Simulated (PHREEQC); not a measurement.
Dissolve 1.4 mmol/kgw Pb(NO3)2 at 20 °C. Closed to the air; pH follows from the charge balance.

Model: ion-association model, phreeqc.dat, run in PHREEQC.

```json
[
 {"quantity": "pH", "before": "5.34", "after": "6.58"},
 {"quantity": "ionic strength (mol/kgw)", "before": "0.00411", "after": "0.00418"}
]
```

Q: Which change was made?
A. Pb(NO3)2 from 0.0014 to 0.007 mol/kgw
B. Pb(NO3)2 replaced by Cd(NO3)2 at the same molality
C. temperature from 20 to 55 °C
D. Pb(NO3)2 from 0.0014 to 0.00154 mol/kgw
E. Pb(NO3)2 replaced by NaNO3 at the same molality

A: B, Pb(NO3)2 replaced by Cd(NO3)2 at the same molality

This is a speciation only: nothing precipitates in the calculation.
